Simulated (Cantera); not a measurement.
Standard-state values (1 bar) from the NASA 1993 polynomials, evaluated with Cantera. Values are per mole of reaction as written; species without (g) are pure solids or liquids, kept so even where they would boil at 1 bar.

2 N(g) + Cu2O ⇌ N2O(g) + 2 Cu, with ΔH° = -693.1 kJ and ΔS° = -112.8 J/K at 300 K.

Q: How far is the shortcut ΔG° ≈ ΔH°(300 K) − T·ΔS°(300 K) from the full temperature-dependent value at 1375, 1450, 1525, 1600, 1675, 1750, 1825 K?

A: 
```csv
T (K),shortcut (kJ),full (kJ),difference (kJ),difference in log10 K,condensed phases
1375,-538.0,-524.0,-14.0,0.53,"Cu2O(s), Cu(l)"
1450,-529.6,-515.4,-14.1,0.51,"Cu2O(s), Cu(l)"
1525,-521.1,-506.5,-14.6,0.50,"Cu2O(l), Cu(l)"
1600,-512.6,-494.7,-17.9,0.58,"Cu2O(l), Cu(l)"
1675,-504.2,-482.8,-21.3,0.67,"Cu2O(l), Cu(l)"
1750,-495.7,-470.9,-24.8,0.74,"Cu2O(l), Cu(l)"
1825,-487.3,-458.9,-28.3,0.81,"Cu2O(l), Cu(l)"
```
The shortcut ignores heat capacities and the phase changes listed.
